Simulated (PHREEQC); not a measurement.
A solution holds 24 mmol/kgw NiSO4 and 0.064 mmol/kgw H2SO4, at 25 °C. Closed to the air; pH follows from the charge balance.

All values are PHREEQC results (ion-association model, wateq4f.dat), not measurements.

```tsv
quantity	before	after
pH	4.19	6.12
ionic strength (mol/kgw)	0.0619	0.0619
HSO4- (mol/kgw)	5.19e-5	6.12e-7
```

Question: Which change was made?
A) H2SO4 from 6.4e-05 to 0.00032 mol/kgw
B) NiSO4 replaced by CuSO4 at the same molality
C) H2SO4 left out
D) temperature from 25 to 50 °C

Answer: C, H2SO4 left out

No solid was allowed to form.
